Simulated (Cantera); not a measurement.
An isothermal plug-flow reactor at 775 K and 3.00 bar (inlet), inlet velocity 1.4 m/s, active area per volume 220 1/m; feed H₂ : O₂ : N₂ : H₂O = 0.0042 : 0.15 : 0.79 : 0.0061 (molar parts), equivalence ratio 0.014.

Cantera simulation using Deutschmann's 1995 Pt surface mechanism with GRI-Mech 3.0 gas chemistry; the numbers are that mechanism's predictions, not measurements. Catalytic surfaces can have several steady states; this one follows from the mechanism file's or the stated starting coverage. Mass transfer to the wall is taken as infinitely fast.

Question: What does this change do: inlet velocity 1.4 to 6.8 m/s?

Answer: 
```json
[
 {"quantity": "x(H₂) at z = 0.021 m", "before": "0.000358", "after": "0.00188"},
 {"quantity": "x(O₂) at z = 0.021 m", "before": "0.156", "after": "0.157"},
 {"quantity": "x(H₂O) at z = 0.021 m", "before": "0.0105", "after": "0.00898"},
 {"quantity": "θ(free Pt) at the exit", "before": "0.0151", "after": "0.0277"},
 {"quantity": "θ(O*) at the exit", "before": "0.982", "after": "0.969"},
 {"quantity": "θ(OH*) at the exit", "before": "0.00267", "after": "0.00344"}
]
```
